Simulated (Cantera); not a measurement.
A Cantera script and what it prints.

```python
import numpy as np
import cantera as ct

gas_names = """
    SF4 Ca
""".split()
cond_names = """
    S(cr1) S(cr2) S(L) CaF2(a) CaF2(b) CaF2(L)
""".split()


# ... load() reads the species with a 1 bar reference pressure and builds the phases ...
species = {s.name: s for s in load("nasa_gas.yaml", gas_names) + load("nasa_condensed.yaml", cond_names)}
# Each term lists the table entries of one substance; the one whose range holds T is used.
reactions = {
    'S + 2 CaF2 = SF4(g) + 2 Ca(g)':
        [(-1, ['S(cr1)', 'S(cr2)', 'S(L)']), (-2, ['CaF2(a)', 'CaF2(b)', 'CaF2(L)']), (1, ['SF4']), (2, ['Ca'])],
}


def pick(names, T):
    return next(species[n] for n in names if species[n].thermo.min_temp <= T <= species[n].thermo.max_temp)


results = []
for label, terms in reactions.items():
    print(label)
    print("     T/K   dH/kJ  dS/(J/K)   dG/kJ   log10 K")
    for T in [498, 598, 698, 798, 898, 998]:
        used = [(nu, pick(names, T)) for nu, names in terms]
        dH = sum(nu * s.thermo.h(T) for nu, s in used) / 1e6
        dS = sum(nu * s.thermo.s(T) for nu, s in used) / 1e3
        dG = dH - T * dS / 1e3
        logK = -dG * 1e6 / (ct.gas_constant * T * np.log(10))
        results.append((label, T, dH, dS, dG, logK, [s.name for _, s in used]))
        print(f"{T:8g} {dH:8.1f} {dS:8.1f} {dG:8.1f} {logK:8.2f}")
```

Result:

```
S + 2 CaF2 = SF4(g) + 2 Ca(g)
     T/K   dH/kJ  dS/(J/K)   dG/kJ   log10 K
     498   2032.0    409.2   1828.2  -191.75
     598   2026.3    398.8   1787.8  -156.16
     698   2021.2    390.9   1748.3  -130.83
     798   2016.0    383.9   1709.6  -111.90
     898   2010.0    376.8   1671.6   -97.23
     998   2003.3    369.8   1634.2   -85.53
```

Cantera with NASA thermochemical tables; ideal gases at 1 bar, condensed phases pure. Condensed species are held in their standard states even where they would react or evaporate.
